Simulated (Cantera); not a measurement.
A Cantera script and what it prints.

```python
import numpy as np
import cantera as ct

gas_names = """
    CL CL2 H HCL H2 N NH NH2 NH3 N2 N2H2 N2H4 Si SiCL SiCL2 SiCL3 SiCL4 SiH SiHCL3 SiH2 SiH2CL2 SiH3
    SiH3CL SiH4 SiN Si2 Si2N Si3
""".split()
cond_names = """
    NH4CL(a) NH4CL(b) Si(cr) Si(L) Si3N4(a)
""".split()


# ... load() reads the species with a 1 bar reference pressure and builds the phases ...
atoms = {
    'Si3N4': {'Si': 3, 'N': 4},
    'Cl2': {'CL': 2},
    'H2': {'H': 2},
}
top_T = {'Si3N4(a)': 2400}  # K; cautious upper limits of use, not melting points


# ... equilibrate(T, P, feed) seeds the gas with the atoms and calls Mixture.equilibrate('TP', solver="vcs", rtol=1e-11, max_steps=5000) ...
results = []
feed = {'Si3N4': 1, 'Cl2': 0.66, 'H2': 4.4}  # mol
P = 110  # Pa
for T in [1398, 1498, 1598, 1698, 1798, 1898, 1998, 2098]:
    mix = equilibrate(T, P, feed)
    results.append((T, P, feed, dict(zip(mix.species_names, mix.species_moles))))

top = {s: max(r[3][s] / sum(r[3][g] for g in gas_names) for r in results) for s in gas_names}
cols = sorted((s for s in top if top[s] > 0.0001), key=lambda s: -top[s])[:6]
seen = [c for c in cond_names if any(r[3].get(c, 0) > 1e-12 for r in results)]
print("log10 of partial pressures in bar; condensed amounts in mol")
print(f"{'T/K':>10s}" + "".join(f"{s[:9]:>10s}" for s in cols + seen))
for T, P, feed, n in results:
    ng = sum(n[g] for g in gas_names)
    print(f"{T:10.4g}" + "".join(f"{np.log10(max(n[s] / ng * P / 1e5, 1e-99)):10.3f}" for s in cols)
          + "".join(f"{n.get(c, 0):10.4g}" for c in seen))
```

Result:

```
log10 of partial pressures in bar; condensed amounts in mol
       T/K        H2        N2       HCL        Si         H     SiCL2    Si(cr)     Si(L)  Si3N4(a)
      1398    -3.077    -4.536    -3.720    -9.592    -6.864    -4.377         0         0    0.9313
      1498    -3.071    -4.335    -3.869    -8.003    -6.301    -4.164         0         0     0.889
      1598    -3.185    -3.539    -3.993    -7.029    -5.866    -4.265     2.364         0    0.0978
      1698    -3.198    -3.508    -4.013    -6.183    -5.439    -4.273         0     2.648         0
      1798    -3.204    -3.510    -3.997    -5.511    -5.055    -4.298         0     2.645         0
      1898    -3.215    -3.516    -3.990    -4.911    -4.715    -4.331         0      2.59         0
      1998    -3.241    -3.534    -4.002    -4.371    -4.415    -4.382         0     2.371         0
      2098    -3.304    -3.584    -4.058    -3.884    -4.164    -4.480         0     1.614         0
```

Cantera equilibrium calculation (NASA polynomials, part measured and part estimated; ideal gas, pure solids and liquids). Mutual solubility and eutectic melting of coexisting phases are not modelled. The tables' values for SiCl, SiCl3, SiN are old estimates; treat these amounts as uncertain. Gases not in the tables: Si2H6 and higher silanes.
